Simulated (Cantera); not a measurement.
**Oxide etching and cleaning by halides: B₂O₃ + HF + H₂**

Charge: 1 mol B₂O₃, 3.8 mol HF, 47 mol H₂, held at 2.00 Pa.

These are equilibrium values from Cantera (NASA tables, ideal gas, pure condensed phases), not measurements of a reactor. Candidate condensed phases: B, B₂O₃, B₃O₃H₃, H₂O; 43 gas species. Rates play no part.

From 675 °C to 775 °C the condensed part is B₂O₃(l). From 825 °C to 1225 °C nothing is condensed. The main B-bearing gas is BF₃ at 675 °C and BOF at 1225 °C.

```json
[
 {"T (°C)": "675", "x H₂": "0.927", "x HF": "0.0490", "x BOF": "0.00359", "x H₂O": "0.0129", "x BF₃": "0.00679", "x HBO₂": "0.000210", "n B₂O₃(l)": "0.681"},
 {"T (°C)": "725", "x H₂": "0.922", "x HF": "0.0490", "x BOF": "0.0104", "x H₂O": "0.0125", "x BF₃": "0.00457", "x HBO₂": "0.000628", "n B₂O₃(l)": "0.565"},
 {"T (°C)": "775", "x H₂": "0.915", "x HF": "0.0444", "x BOF": "0.0231", "x H₂O": "0.0139", "x BF₃": "0.00194", "x HBO₂": "0.00180", "n B₂O₃(l)": "0.295"},
 {"T (°C)": "825", "x H₂": "0.908", "x HF": "0.0376", "x BOF": "0.0342", "x H₂O": "0.0160", "x BF₃": "0.000524", "x HBO₂": "0.00382", "n B₂O₃(l)": "0"},
 {"T (°C)": "875", "x H₂": "0.907", "x HF": "0.0383", "x BOF": "0.0345", "x H₂O": "0.0156", "x BF₃": "0.000185", "x HBO₂": "0.00386", "n B₂O₃(l)": "0"},
 {"T (°C)": "925", "x H₂": "0.907", "x HF": "0.0386", "x BOF": "0.0346", "x H₂O": "0.0154", "x BF₃": "6.83e-5", "x HBO₂": "0.00394", "n B₂O₃(l)": "0"},
 {"T (°C)": "975", "x H₂": "0.907", "x HF": "0.0388", "x BOF": "0.0345", "x H₂O": "0.0153", "x BF₃": "2.71e-5", "x HBO₂": "0.00402", "n B₂O₃(l)": "0"},
 {"T (°C)": "1025", "x H₂": "0.907", "x HF": "0.0389", "x BOF": "0.0344", "x H₂O": "0.0152", "x BF₃": "1.15e-5", "x HBO₂": "0.00411", "n B₂O₃(l)": "0"},
 {"T (°C)": "1075", "x H₂": "0.907", "x HF": "0.0390", "x BOF": "0.0343", "x H₂O": "0.0151", "x BF₃": "5.18e-6", "x HBO₂": "0.00418", "n B₂O₃(l)": "0"},
 {"T (°C)": "1125", "x H₂": "0.906", "x HF": "0.0391", "x BOF": "0.0342", "x H₂O": "0.0150", "x BF₃": "2.48e-6", "x HBO₂": "0.00426", "n B₂O₃(l)": "0"},
 {"T (°C)": "1175", "x H₂": "0.905", "x HF": "0.0392", "x BOF": "0.0341", "x H₂O": "0.0149", "x BF₃": "1.24e-6", "x HBO₂": "0.00432", "n B₂O₃(l)": "0"},
 {"T (°C)": "1225", "x H₂": "0.904", "x HF": "0.0393", "x BOF": "0.0339", "x H₂O": "0.0148", "x BF₃": "6.55e-7", "x HBO₂": "0.00437", "n B₂O₃(l)": "0"}
]
```
x: gas mole fraction; n: condensed amount in mol.
